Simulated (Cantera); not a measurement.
## Low-pressure radical oxidation in H2/O2

An isothermal, constant-pressure homogeneous reactor starts with H2 : O2 : N2 = 0.15 : 1 : 2.4 (molar parts), equivalence ratio 0.075, at 1275 K and 150 Pa.

Computed with Cantera and GRI-Mech 3.0 (53 species, 325 reactions). Radical loss at walls, strong at low pressure, is not modelled. The temperature is held fixed by assumption; the heat of reaction is taken as removed at once.

| t (s) | x H2 | x O2 | x NO | x NO2 | x H2O | x HO2 | x H2O2 |
|---|---|---|---|---|---|---|---|
| 3.00e-6 | 0.0423 | 0.282 | <1e-12 | <1e-12 | <1e-12 | 1.40e-11 | <1e-12 |
| 8.55e-6 | 0.0423 | 0.282 | <1e-12 | <1e-12 | <1e-12 | 3.99e-11 | <1e-12 |
| 2.44e-5 | 0.0423 | 0.282 | <1e-12 | <1e-12 | <1e-12 | 1.14e-10 | <1e-12 |
| 6.95e-5 | 0.0423 | 0.282 | <1e-12 | <1e-12 | <1e-12 | 3.24e-10 | <1e-12 |
| 0.000198 | 0.0423 | 0.282 | <1e-12 | <1e-12 | 9.32e-12 | 9.25e-10 | <1e-12 |
| 0.000564 | 0.0423 | 0.282 | <1e-12 | <1e-12 | 1.83e-10 | 2.63e-9 | <1e-12 |
| 0.00161 | 0.0423 | 0.282 | <1e-12 | <1e-12 | 3.16e-9 | 7.51e-9 | 4.26e-12 |
| 0.00458 | 0.0423 | 0.282 | <1e-12 | <1e-12 | 6.67e-8 | 2.14e-8 | 3.37e-11 |
| 0.0131 | 0.0422 | 0.282 | <1e-12 | <1e-12 | 1.13e-5 | 6.16e-8 | 2.56e-10 |
| 0.0372 | 0.00285 | 0.255 | 3.82e-9 | <1e-12 | 0.0314 | 1.33e-7 | 7.68e-9 |
| 0.106 | 0.00147 | 0.252 | 4.19e-8 | <1e-12 | 0.0337 | 1.27e-7 | 5.14e-9 |
| 0.302 | 0.00144 | 0.253 | 1.47e-7 | <1e-12 | 0.0340 | 1.27e-7 | 5.18e-9 |
| 0.862 | 0.00136 | 0.254 | 4.14e-7 | <1e-12 | 0.0347 | 1.27e-7 | 5.27e-9 |
| 2.46 | 0.00117 | 0.256 | 9.77e-7 | 1.69e-12 | 0.0363 | 1.25e-7 | 5.45e-9 |
| 7.00 | 0.000743 | 0.260 | 1.70e-6 | 4.11e-12 | 0.0392 | 1.16e-7 | 5.57e-9 |
x: mole fraction; the columns are a selection and need not sum to one.

Equilibrium at this temperature and pressure: H2 1.20e-7, O2 0.266, NO 0.000355, NO2 1.86e-7, H2O 0.0432, HO2 4.54e-9, H2O2 3.89e-11 (gas phase only).
